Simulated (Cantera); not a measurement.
Cantera run, input and output.

```python
import numpy as np
import cantera as ct

gas = ct.Solution("h2o2.yaml")
gas.TPX = 700, 35000, {'H2': 1, 'O2': 0.9, 'N2': 2.65}
flame = ct.FreeFlame(gas, width=0.083)
flame.set_refine_criteria(ratio=3, slope=0.08, curve=0.16)
flame.transport_model = "mixture-averaged"
flame.solve(loglevel=0, auto=True)
z, T = flame.grid, flame.T
thick = (T[-1] - T[0]) / np.gradient(T, z).max()
show = ['H2', 'O2', 'HO2', 'H', 'H2O2', 'O']
print(f"laminar burning velocity  {flame.velocity[0] * 100:.3f} cm/s")
print(f"burnt temperature         {T[-1]:.1f} K")
print(f"thermal thickness         {thick * 1e3:.4f} mm")
print(f"grid points               {len(z)}")
z0 = z[flame.heat_release_rate.argmax()]
print(f"{'z/mm':>9s}{'T/K':>9s}{'u/(m/s)':>9s}" + "".join(f"{s:>11s}" for s in show))
rows = []
for k in (-3, -2, -1.5, -1, -0.5, -0.25, 0, 0.25, 0.5, 1, 2, 4, 8):
    zz = z0 + k * thick
    rows.append([k * thick, np.interp(zz, z, T), np.interp(zz, z, flame.velocity),
                 *(np.interp(zz, z, flame.X[gas.species_index(s)]) for s in show)])
    print(f"{rows[-1][0] * 1e3:9.3f}{rows[-1][1]:9.1f}{rows[-1][2]:9.3f}" + "".join(f"{x:11.3e}" for x in rows[-1][3:]))
```

Result:

```
laminar burning velocity  784.864 cm/s
burnt temperature         2237.8 K
thermal thickness         1.7884 mm
grid points               123
     z/mm      T/K  u/(m/s)         H2         O2        HO2          H       H2O2          O
   -5.365    700.0    7.849  2.198e-01  1.978e-01  1.086e-11  1.479e-14  1.250e-13  1.368e-15
   -3.577    700.0    7.849  2.198e-01  1.978e-01  4.718e-10  4.144e-11  1.639e-13  3.174e-12
   -2.683    700.0    7.849  2.198e-01  1.978e-01  1.417e-08  2.125e-09  1.541e-12  1.399e-10
   -1.788    700.0    7.849  2.198e-01  1.978e-01  1.518e-06  5.328e-07  6.806e-10  2.588e-08
   -0.894    710.6    7.950  2.171e-01  1.978e-01  1.061e-04  3.754e-04  1.024e-06  1.986e-05
   -0.447    833.2    9.192  1.921e-01  1.943e-01  8.303e-05  6.515e-03  2.235e-06  5.779e-04
    0.000   1172.5   12.560  9.373e-02  1.568e-01  4.811e-05  3.537e-02  3.348e-06  8.727e-03
    0.447   1446.1   15.302  2.748e-02  1.098e-01  2.860e-05  4.469e-02  2.367e-06  2.061e-02
    0.894   1580.5   16.606  1.970e-02  1.010e-01  2.184e-05  3.697e-02  1.360e-06  2.197e-02
    1.788   1726.0   17.961  1.755e-02  9.808e-02  1.640e-05  2.630e-02  7.067e-07  1.953e-02
    3.577   1873.8   19.295  1.457e-02  9.632e-02  1.153e-05  1.642e-02  3.746e-07  1.552e-02
    7.154   2009.8   20.486  1.063e-02  9.553e-02  7.476e-06  8.728e-03  2.215e-07  1.087e-02
   14.307   2120.6   21.434  6.608e-03  9.568e-02  4.873e-06  3.804e-03  1.510e-07  6.561e-03
```

Computed with Cantera and the H2/O2 subset of GRI-Mech 3.0, which has no nitrogen chemistry. Burning velocities carry a grid error of a few per cent, more on coarse grids. Lean hydrogen flames are cellular in practice and burn faster than this planar one.
